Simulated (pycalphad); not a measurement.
# Effect of Fe content in Si-Fe

Source of the numbers: pycalphad with the COST 507 light-alloy database (1999); pressure 1 atm. These are 1990s assessments: newer ones move some temperatures and phases. Amounts are mole fractions of atoms. Kinetics are ignored, which matters at the lower temperatures.

One of these alloys has its liquidus at 1556 K, its solidus at 1516 K, and holds BCC_B2 1.00 at 500 K. Which?
(A) Si-76.65Fe (at.%)
(B) Si-51.1Fe (at.%)
(C) Si-25.55Fe (at.%)
(D) Si-38.32Fe (at.%)

A, Si-76.65Fe (at.%). The others: Si-25.55Fe (at.%), liquidus 1511, solidus 1478; Si-38.32Fe (at.%), liquidus 1581, solidus 1477; Si-51.1Fe (at.%), liquidus 1681, solidus 1476

BCC_B2 is ordered bcc (B2).
